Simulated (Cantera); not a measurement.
Input: 1 mol CH3OH, 0.13 mol H2O, 0.24 mol N2, equilibrated at 1248.15 K and 75.0 Torr.

Equilibrium computed with Cantera from the NASA thermochemical tables; the gas is ideal and each condensed phase is pure. Candidate condensed phases: C, C6H6, C7H8, C8H18, H2O; 136 gas species. Rates play no part.

Base state: H2 0.603, CO 0.288, N2 0.0712, H2O 0.0295, CO2 0.00905 (mole fractions); condensed: gas only.

Q: What changes in the equilibrium state with this change: temperature from 1248.15 K to 1098.15 K?

A: 
```
species   before    after
-------  -------  -------
H2         0.603    0.606
CO         0.288    0.284
N2        0.0712   0.0712
CO2      0.00905   0.0123
H2O       0.0295   0.0264
CH4      3.64e-6  8.02e-5
```

Q: What changes in the equilibrium state with this change: H2O from 0.13 to 0.75 mol?

A: 
| species | before | after |
|---|---|---|
| H2 | 0.603 | 0.539 |
| CO | 0.288 | 0.213 |
| H2O | 0.0295 | 0.150 |
| CO2 | 0.00905 | 0.0380 |
| N2 | 0.0712 | 0.0601 |
